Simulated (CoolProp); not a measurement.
Vapour-liquid equilibrium of benzene (1) + octamethylcyclotetrasiloxane (D4) (2) at 0.0968 MPa; x and y are mole fractions of (1).

Model: multi-fluid Helmholtz-energy mixture model, Thol 2012 and Thol 2015; pair parameters Bell 2016, in CoolProp.

```tsv
x	bubble temperature (°C)	y at the bubble point	dew temperature at overall composition x (°C)	liquid density (mol/L)
0.05	163.6	0.264	172.2	2.750
0.15	143.8	0.623	168.4	3.102
0.25	127.4	0.803	164.2	3.492
0.35	115.1	0.889	159.7	3.928
0.45	105.9	0.934	154.5	4.430
0.55	98.9	0.959	148.7	5.023
0.65	93.3	0.974	141.7	5.747
0.75	88.4	0.985	133.1	6.655
0.85	84.1	0.993	121.4	7.833
0.95	80.3	0.998	101.5	9.418
```

No azeotrope shows between x = 0.05 and 0.95.

The pair parameters rest on a limited set of measurements; away from them the model extrapolates.
